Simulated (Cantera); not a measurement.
## Equilibrium for chemical vapour transport: MgO + HCl + H2

Charge: 1 mol MgO, 0.045 mol HCl, 0.34 mol H2, held at 45.8 Torr.

Cantera equilibrium calculation (NASA polynomials, part measured and part estimated; ideal gas, pure solids and liquids). Candidate condensed phases: H2O, Mg, MgCl2, MgO, Mg(OH)2; 22 gas species. Equilibrium is a limit: real reactors are often held back by kinetics, nucleation or transport.

From 1023 K to 1673 K the condensed part is MgO(s). The main Mg-bearing gas is MgCl2 throughout.

```
T (K)   x H2   x HCl     x H2O   x MgCl2  n MgO(s)
-----  -----  ------  --------  --------  --------
1023   0.883   0.116  0.000608  0.000608     1.000
1073   0.883   0.115  0.000898  0.000898     1.000
1123   0.883   0.114   0.00128   0.00128     1.000
1173   0.883   0.113   0.00176   0.00176     0.999
1223   0.883   0.112   0.00234   0.00234     0.999
1273   0.883   0.111   0.00305   0.00305     0.999
1323   0.883   0.109   0.00386   0.00386     0.999
1373   0.883   0.107   0.00479   0.00479     0.998
1423   0.883   0.105   0.00583   0.00583     0.998
1473   0.883   0.103   0.00697   0.00697     0.997
1523   0.883   0.100   0.00820   0.00820     0.997
1573   0.883  0.0979   0.00951   0.00949     0.996
1623   0.883  0.0951    0.0109    0.0108     0.996
1673   0.883  0.0923    0.0123    0.0122     0.995
```
x: gas mole fraction; n: condensed amount in mol.
